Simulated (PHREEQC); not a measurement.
A solution holds 0.0028 mol/kgw NaHSO4, 0.25 mol/kgw NaOH and 0.00017 mol/kgw LiCl, at 25 °C. Closed to the air; pH follows from the charge balance.

The numbers come from PHREEQC with the ion-association model, phreeqc.dat.

Each row changes one thing in this solution. This is a speciation only: nothing precipitates in the calculation.

```json
[
 {"case": "as made", "pH": "13.23", "SI of Halite (NaCl)": "-6.23"},
 {"case": "temperature from 25 to 70 °C", "pH": "(withheld)", "SI of Halite (NaCl)": "-6.28"},
 {"case": "NaHSO4 replaced by NaHCO3 at the same molality", "pH": "13.23", "SI of Halite (NaCl)": "-6.23"},
 {"case": "temperature from 25 to 60 °C", "pH": "(withheld)", "SI of Halite (NaCl)": "-6.27"}
]
```

Question: What belongs in the gaps?

Answer: 
- temperature from 25 to 70 °C, pH: 12.01
- temperature from 25 to 60 °C, pH: 12.24

Complexes and solids missing from the database can't appear. At this temperature some constants are extrapolated from 25 °C, and those without enthalpy data are left unchanged.
